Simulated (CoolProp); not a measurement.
R113 along the isobar 17.7 MPa: fugacity coefficient from the reference equation and from simpler models built on Tc = 487.2 K, pc = 3.392 MPa, ω = 0.253; each cubic takes its own stable root.

The numbers come from the reference Helmholtz-energy equation of state, Marx 1992 in CoolProp.

| T (K) | phase | reference | van der Waals | Redlich-Kwong | Peng-Robinson |
|---|---|---|---|---|---|
| 366.4 | liquid | 0.04012 | 0.1380 | 0.05932 | 0.03826 |
| 377.5 | liquid | 0.05057 | 0.1525 | 0.07181 | 0.04824 |
| 388.7 | liquid | 0.06273 | 0.1676 | 0.08576 | 0.05990 |
| 399.8 | liquid | 0.07642 | 0.1831 | 0.1009 | 0.07308 |
| 410.9 | liquid | 0.09174 | 0.1990 | 0.1172 | 0.08788 |
| 422.1 | liquid | 0.1088 | 0.2153 | 0.1348 | 0.1044 |
| 433.2 | liquid | 0.1273 | 0.2318 | 0.1533 | 0.1224 |
| 444.3 | liquid | 0.1473 | 0.2485 | 0.1728 | 0.1419 |
| 455.5 | liquid | 0.1689 | 0.2656 | 0.1932 | 0.1630 |
| 466.6 | liquid | 0.1915 | 0.2827 | 0.2142 | 0.1852 |
| 477.7 | liquid | 0.2153 | 0.2999 | 0.2358 | 0.2086 |
| 488.9 | supercritical | 0.2403 | 0.3173 | 0.2581 | 0.2332 |
| 500 | supercritical | 0.2658 | 0.3346 | 0.2805 | 0.2584 |
